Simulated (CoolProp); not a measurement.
CH2F2 (R32) at several states: density (kg/m³) from the reference equation and from simpler models built on Tc = 351.3 K, pc = 5783 kPa, ω = 0.277; each cubic takes its own stable root.

Computed with CoolProp (reference Helmholtz-energy equation of state, Tillner-Roth 1997).

| T (K) | p (kPa) | phase | reference |
|---|---|---|---|
| 351.4 | 1000 | gas | 19.14 |
| 206 | 685 | liquid | 1256 |
| 311.9 | 3270 | liquid | 907.4 |
| 400 | 1240 | gas | 20.48 |
| 142.2 | 1860 | liquid | 1416 |

How far does each simpler model (van der Waals, Soave-Redlich-Kwong) lie from the reference over these 5 states: mean and median of the absolute difference, and the worst?


- van der Waals: mean 38.1 %, median 48.9 %, worst -89.6 % at 311.9 K and 3270 kPa
- Soave-Redlich-Kwong: mean 14.6 %, median 22.3 %, worst -25.1 % at 311.9 K and 3270 kPa

At some of these states van der Waals gives the other phase, because its saturation line lies elsewhere.
